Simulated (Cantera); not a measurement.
Charge: 1 mol SiH2Cl2, a varied amount of H2O, at 327 °C and 0.000410 bar.

Cantera equilibrium calculation (NASA polynomials, part measured and part estimated; ideal gas, pure solids and liquids). Candidate condensed phases: H2O, Si, SiO2; 30 gas species. Rates play no part.

Q: Which condensed phases are stable at each of these points (n(H2O) (mol)): 0.23, 0.4, 0.7, 1.2, 2.1, 3.7, 6.4, 11, 19?

A: 
| n(H2O) (mol) | condensed phases | Si condensed (%) |
|---|---|---|
| 0.23 | Si(s) + SiO2(α-quartz) | 49.2 |
| 0.4 | Si(s) + SiO2(α-quartz) | 49.2 |
| 0.7 | Si(s) + SiO2(α-quartz) | 49.2 |
| 1.2 | SiO2(α-quartz) | 60.0 |
| 2.1 | SiO2(α-quartz) | 100.0 |
| 3.7 | SiO2(α-quartz) | 100.0 |
| 6.4 | SiO2(α-quartz) | 100.0 |
| 11 | SiO2(α-quartz) | 100.0 |
| 19 | SiO2(α-quartz) | 100.0 |

From 0.23 mol H2O to 0.7 mol H2O the condensed part is Si(s) + SiO2(α-quartz). From 1.2 mol H2O to 19 mol H2O the condensed part is SiO2(α-quartz).
